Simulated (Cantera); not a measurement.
A freely propagating, adiabatic, planar premixed flame of H2 : O2 : N2 : H2O = 1 : 0.185 : 0.722 : 0.49 (molar parts), equivalence ratio 2.7, unburnt at 550 K and 4.00 bar; mixture-averaged transport, grid criteria slope 0.08 and curve 0.16, no radiation.

Model: the H2/O2 subset of GRI-Mech 3.0, which has no nitrogen chemistry, integrated in Cantera. The hydrogen kinetics of GRI-Mech 3.0 are dated; newer H2 mechanisms differ, most at raised pressure. Burning velocities carry a grid error of a few per cent, more on coarse grids.

**Question.** What does this change do: N2 0.722 to 0.57 parts?

**Answer.** 
```tsv
quantity	before	after
laminar burning velocity	228 cm/s	291 cm/s
thermal thickness	0.0927 mm	0.0839 mm
peak x(OH)	0.000611	0.000884
peak x(O)	0.000223	0.000303
peak x(H2O2)	0.000138	0.000132
```
